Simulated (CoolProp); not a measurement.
Dry air at 298.15 K and 1.09 MPa flows at 6.1 m/s in a round tube of 2 mm bore and 45 µm roughness, fully developed (64/Re and Nu = 3.66 if laminar; Colebrook and Gnielinski if turbulent). Each further row changes one setting.

Model: reference Helmholtz-energy equation of state, Lemmon 2000, in CoolProp. It is a pseudo-pure fit of the blend.

```
case               Reynolds number  Darcy friction factor  pressure drop (Pa/m)  heat-transfer coefficient (W/(m² K))  mass flow (kg/h)
-----------------  ---------------  ---------------------  --------------------  ------------------------------------  ----------------
as stated                     8380                 0.0549                  6530                                   ___               ___
velocity 12.2 m/s            16800                 0.0530                 25200                                   ___               ___
diameter 4 mm                16800                 0.0425                  2530                                   489              3.53
```

Task: Complete the blanks.

Result: 
- as stated, heat-transfer coefficient (W/(m² K)): 611
- as stated, mass flow (kg/h): 0.882
- velocity 12.2 m/s, heat-transfer coefficient (W/(m² K)): 1250
- velocity 12.2 m/s, mass flow (kg/h): 1.76

Viscosity comes from a separate model (Lemmon 2004). Thermal conductivity comes from a separate model (Lemmon 2004).
